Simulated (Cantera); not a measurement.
Feed: 1 mol CaCO3, 0.25 mol CO2, 0.012 mol O2, equilibrated at 1848 K and 3900 Pa.

Equilibrium computed with Cantera from the NASA thermochemical tables; the gas is ideal and each condensed phase is pure. Candidate condensed phases: C, Ca, CaCO3, CaO; 15 gas species. Kinetics and transport are ignored.

Base state: CO2 0.971, O2 0.0159, CO 0.0130, O 0.000121 (mole fractions); condensed: CaO(s).

Question: What changes in the equilibrium state with this change: CaCO3 replaced by Ca(OH)2?

Answer: 
| species | before | after |
|---|---|---|
| H2O | 0 | 0.785 |
| CO2 | 0.971 | 0.194 |
| O2 | 0.0159 | 0.0118 |
| CO | 0.0130 | 0.00302 |
| Ca(OH)2 | 0 | 2.22e-5 |
| H2 | 0 | 0.00305 |
| OH | 0 | 0.00281 |
| H | 0 | 0.000148 |
| CaO(s), mol | 1.00 | 1.000 |
Further candidate phases: C6H6, C7H8, C8H18, Ca(OH)2, H2O.
